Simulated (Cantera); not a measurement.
Feed: 1 mol CH₃Cl, 0.038 mol HCl, 0.31 mol H₂, 0.02 mol CH₄, held at 2823 K and 1000 Pa.

Cantera equilibrium calculation (NASA polynomials, part measured and part estimated; ideal gas, pure solids and liquids). Candidate condensed phases: C, C₆H₆, C₇H₈, C₈H₁₈; 91 gas species. The numbers say what is thermodynamically allowed, not how fast it happens.

Base state: H 0.438, H₂ 0.245, Cl 0.166, HCl 0.134, C₂H₂ (acetylene) 0.00880, C₃ 0.00418, C₂H 0.00207, C 0.000846 (mole fractions); condensed: C(graphite).

### Question
What changes in the equilibrium state with this change: CH₃Cl replaced by CF₄?

### Answer
```json
[
 {"species": "F", "before": "0", "after": "0.670"},
 {"species": "HF", "before": "0", "after": "0.193"},
 {"species": "CF₂", "before": "0", "after": "0.0683"},
 {"species": "H", "before": "0.438", "after": "0.000998"},
 {"species": "H₂", "before": "0.245", "after": "1.27e-6"},
 {"species": "CF", "before": "0", "after": "0.0523"},
 {"species": "HCl", "before": "0.134", "after": "1.84e-5"},
 {"species": "Cl", "before": "0.166", "after": "0.00998"},
 {"species": "C₂H₂ (acetylene)", "before": "0.00880", "after": "4.56e-8"},
 {"species": "CF₃", "before": "0", "after": "0.000171"},
 {"species": "C₄H₂", "before": "0.000132", "after": "<1e-9"},
 {"species": "CF₄", "before": "0", "after": "2.68e-5"},
 {"species": "C(graphite), mol", "before": "0.892", "after": "0.506"}
]
```
